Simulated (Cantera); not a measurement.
## NO annealing gas

An isothermal, constant-pressure homogeneous reactor starts with NO : N₂ = 1 : 2.8 (molar parts), at 1850 K and 1.00 bar.

Computed with Cantera and GRI-Mech 3.0 (53 species, 325 reactions).

| t (s) | x NO | x N₂O | x O₂ | x N₂ | x NO₂ | x O |
|---|---|---|---|---|---|---|
| 7.00e-6 | 0.263 | 1.73e-7 | 1.04e-10 | 0.737 | 1.65e-8 | 1.57e-7 |
| 4.72e-5 | 0.263 | 1.15e-6 | 3.59e-9 | 0.737 | 5.13e-7 | 6.77e-7 |
| 0.000318 | 0.263 | 6.94e-6 | 1.09e-7 | 0.737 | 6.82e-6 | 1.90e-6 |
| 0.00214 | 0.263 | 2.51e-5 | 1.19e-5 | 0.737 | 5.20e-5 | 8.79e-6 |
| 0.0144 | 0.262 | 3.02e-5 | 0.000323 | 0.737 | 7.79e-5 | 1.25e-5 |
| 0.0971 | 0.258 | 2.91e-5 | 0.00251 | 0.739 | 9.60e-5 | 1.54e-5 |
| 0.654 | 0.230 | 2.29e-5 | 0.0163 | 0.753 | 0.000156 | 2.74e-5 |
| 4.41 | 0.120 | 6.18e-6 | 0.0716 | 0.809 | 0.000159 | 5.27e-5 |
| 29.7 | 0.0131 | 3.02e-7 | 0.125 | 0.862 | 2.29e-5 | 6.86e-5 |
| 200 | 0.00406 | 2.43e-7 | 0.130 | 0.866 | 7.21e-6 | 6.98e-5 |
x: mole fraction; the columns are a selection and need not sum to one.

Equilibrium at this temperature and pressure: NO 0.00405, N₂O 2.43e-7, O₂ 0.130, N₂ 0.866, NO₂ 7.20e-6, O 6.98e-5 (gas phase only).
